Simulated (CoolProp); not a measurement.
Decamethylcyclopentasiloxane (D5) along the isobar 0.73 MPa: density (kg/m³) from the reference equation and from simpler models built on Tc = 345.1 °C, pc = 1.078 MPa, ω = 0.631; each cubic takes its own stable root.

The numbers come from the reference Helmholtz-energy equation of state, Thol 2019 in CoolProp.

| T (°C) | phase | reference | van der Waals | Redlich-Kwong | Soave-Redlich-Kwong | Peng-Robinson |
|---|---|---|---|---|---|---|
| 103.15 | liquid | 871.7 | 483.3 | 706.2 | 758.5 | 853.3 |
| 120.55 | liquid | 852.9 | 474.4 | 690.6 | 745.1 | 838.9 |
| 137.95 | liquid | 833.8 | 465.0 | 674.0 | 730.6 | 823.3 |
| 155.35 | liquid | 814.2 | 455.2 | 656.6 | 714.8 | 806.2 |
| 172.75 | liquid | 794.1 | 444.7 | 638.0 | 697.7 | 787.5 |
| 190.25 | liquid | 773.2 | 433.4 | 618.1 | 678.7 | 766.7 |
| 207.65 | liquid | 751.4 | 421.3 | 596.9 | 658.0 | 743.8 |
| 225.05 | liquid | 728.4 | 408.0 | 573.8 | 634.9 | 718.2 |
| 242.45 | liquid | 703.8 | 393.2 | 548.5 | 609.1 | 689.3 |
| 259.85 | liquid | 676.8 | 376.0 | 520.2 | 579.6 | 656.0 |
| 277.25 | liquid | 646.3 | 355.2 | 487.3 | 545.1 | 616.9 |
| 294.65 | liquid | 610.1 | 89.92 | 446.9 | 503.1 | 568.8 |
| 312.05 | liquid | 562.4 | 81.31 | 88.57 | 446.8 | 504.0 |
| 329.45 | gas | 84.36 | 75.13 | 79.45 | 81.45 | 84.47 |
| 346.85 | gas | 74.96 | 70.29 | 73.06 | 72.92 | 75.34 |

At some of these states van der Waals, Redlich-Kwong gives the other phase, because its saturation line lies elsewhere.
